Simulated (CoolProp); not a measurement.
Vapour-liquid equilibrium of acetone (1) + ethanol (2) at 38.25 °C; x and y are mole fractions of (1).

The numbers come from the multi-fluid Helmholtz-energy mixture model, Lemmon 2006 and Schroeder 2014; pair parameters Bell 2016 in CoolProp.

| x | bubble pressure (kPa) | y at the bubble point | dew pressure at overall composition x (kPa) | liquid density (mol/L) |
|---|---|---|---|---|
| 0.05 | 20.52 | 0.241 | 17.05 | 16.57 |
| 0.125 | 25.76 | 0.436 | 18.27 | 16.24 |
| 0.2 | 30.00 | 0.549 | 19.67 | 15.92 |
| 0.275 | 33.48 | 0.623 | 21.28 | 15.62 |
| 0.35 | 36.39 | 0.678 | 23.17 | 15.33 |
| 0.425 | 38.88 | 0.721 | 25.39 | 15.05 |
| 0.5 | 41.08 | 0.759 | 28.03 | 14.77 |
| 0.575 | 43.09 | 0.793 | 31.17 | 14.52 |
| 0.65 | 44.96 | 0.825 | 34.88 | 14.27 |
| 0.725 | 46.75 | 0.858 | 39.10 | 14.03 |
| 0.8 | 48.48 | 0.892 | 43.52 | 13.80 |
| 0.875 | 50.17 | 0.930 | 47.62 | 13.59 |
| 0.95 | 51.82 | 0.970 | 51.03 | 13.38 |

No azeotrope shows between x = 0.05 and 0.95.

Pair parameters are fitted to limited data, so mixtures are less certain than the pure fluids.
